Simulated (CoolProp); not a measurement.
20 sccm (0 °C, 1 atm) of nitrogen bubbles through liquid p-xylene at 306.6 K and leaves saturated at a total pressure of 0.0277 MPa (ideal gas phase). Each further row changes one setting.

Model: reference Helmholtz-energy equation of state, Zhou 2012, in CoolProp.

```csv
case,vapour pressure (kPa),mole fraction of vapour,delivery (mg/min),delivery (sccm),change of delivery for a bath 1 K warmer (%)
as stated,1.88,0.0680,6.91,1.46,5.9
bath temperature 311.6 K,2.45,…,…,1.94,…
total pressure 0.0554 MPa,1.88,…,3.33,0.704,…
```

**Question.** Fill in the missing entries.

**Answer.** 
- bath temperature 311.6 K, mole fraction of vapour: 0.0885
- bath temperature 311.6 K, delivery (mg/min): 9.20
- bath temperature 311.6 K, change of delivery for a bath 1 K warmer (%): 5.8
- total pressure 0.0554 MPa, mole fraction of vapour: 0.0340
- total pressure 0.0554 MPa, change of delivery for a bath 1 K warmer (%): 5.7
